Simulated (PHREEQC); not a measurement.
A solution holds 0.0012 mol KH2PO4, 0.0027 mol HF and 1.5e-05 mol H4SiO4 per kg of water, at 25 °C. Closed to the air; pH follows from the charge balance.

The numbers come from PHREEQC with the ion-association model, phreeqc.dat.

```
quantity                   before    after
------------------------  -------  -------
pH                           3.02     2.98
ionic strength (mol/kgw)  0.00221  0.00109
HF (mol/kgw)              0.00151  0.00158
F- (mol/kgw)              0.00112  0.00105
HF2- (mol/kgw)            6.46e-6  6.35e-6
```

Which change was made?
A) H4SiO4 left out
B) diluted 5-fold with water
C) H4SiO4 from 1.5e-05 to 3e-05 mol/kgw
D) temperature from 25 to 20 °C
E) KH2PO4 left out

E, KH2PO4 left out

Precipitation was switched off in this run. SiF6-2 is the database's only silicon fluoride.
